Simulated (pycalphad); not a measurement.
Source of the numbers: pycalphad with the COST 507 light-alloy database (1999); pressure 1 atm. These are 1990s assessments: newer ones move some temperatures and phases.

Q: How does the equilibrium phase assembly of Al-3.02Si-0.68Mn (at.%) change on cooling from 1850 K to 500 K?

A: 
| T (K) | phases above | phases below |
|---|---|---|
| 929.1 | liquid | ALMNSI_ALPHA + liquid |
| 914.2 | ALMNSI_ALPHA + liquid | ALMNSI_ALPHA + fcc + liquid |
| 849.6 | ALMNSI_ALPHA + fcc + liquid | ALMNSI_ALPHA + diamond (Si) + fcc |
Changes were sought between steps of 25 K, so a narrower field can be missed.

Database names, with the compositions (at.%) that they take in these runs: ALMNSI_ALPHA: Al 70-72 Mn 17 Si 11-13.
